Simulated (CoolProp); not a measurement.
Vapour pressure (MPa) of R114: the reference equation beside estimates from Tc = 147.5 °C, pc = 3.352 MPa, ω = 0.252. Clausius-Clapeyron is anchored at 72.95 °C with a constant enthalpy of vaporisation of 18.09 kJ/mol.

The numbers come from the reference Helmholtz-energy equation of state, Platzer 1990 in CoolProp. This equation is an older, rougher fit; its heat capacities, sound speeds and derivatives of the liquid may be far off and weren't checked against measurements.

```csv
T (°C),reference,Lee-Kesler,Clausius-Clapeyron,Redlich-Kwong
53.85,0.4950,___,0.5491,0.6704
60.15,0.5818,0.5807,0.6227,___
66.55,0.6812,___,0.7042,0.8818
72.95,0.7927,0.7918,0.7927,1.004
79.25,0.9152,0.9143,0.8870,___
85.65,1.054,1.052,___,1.280
92.05,___,1.205,1.101,1.436
98.35,1.373,1.372,1.218,___
```

Problem. Fill in the missing entries.

Solution. 
- 53.85, Lee-Kesler: 0.4936
- 60.15, Redlich-Kwong: 0.7703
- 66.55, Lee-Kesler: 0.6802
- 79.25, Redlich-Kwong: 1.135
- 85.65, Clausius-Clapeyron: 0.9903
- 92.05, reference: 1.207
- 98.35, Redlich-Kwong: 1.603

Absolute difference from the reference over all 8 rows, mean and median: Lee-Kesler 0.2 and 0.2 %, Clausius-Clapeyron 6.3 and 6.5 %, Redlich-Kwong 25.6 and 25.3 %.
